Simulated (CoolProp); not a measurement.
Vapour-liquid equilibrium of ethane (1) + propane (2) at -21.95 °C; x and y are mole fractions of (1).

Model: multi-fluid Helmholtz-energy mixture model, Bücker 2006 and Lemmon 2009; pair parameters Kunz 2012, in CoolProp.

| x | bubble pressure (bar) | y at the bubble point | dew pressure at overall composition x (bar) | liquid density (mol/L) |
|---|---|---|---|---|
| 0.05 | 2.765 | 0.205 | 2.381 | 12.75 |
| 0.15 | 3.736 | 0.456 | 2.616 | 12.99 |
| 0.25 | 4.718 | 0.608 | 2.901 | 13.23 |
| 0.35 | 5.727 | 0.710 | 3.255 | 13.47 |
| 0.45 | 6.775 | 0.786 | 3.704 | 13.71 |
| 0.55 | 7.868 | 0.844 | 4.291 | 13.94 |
| 0.65 | 9.014 | 0.890 | 5.090 | 14.17 |
| 0.75 | 10.21 | 0.929 | 6.235 | 14.38 |
| 0.85 | 11.47 | 0.960 | 8.001 | 14.58 |
| 0.95 | 12.78 | 0.988 | 11.03 | 14.76 |

No azeotrope shows between x = 0.05 and 0.95.

The pair parameters rest on a limited set of measurements; away from them the model extrapolates.
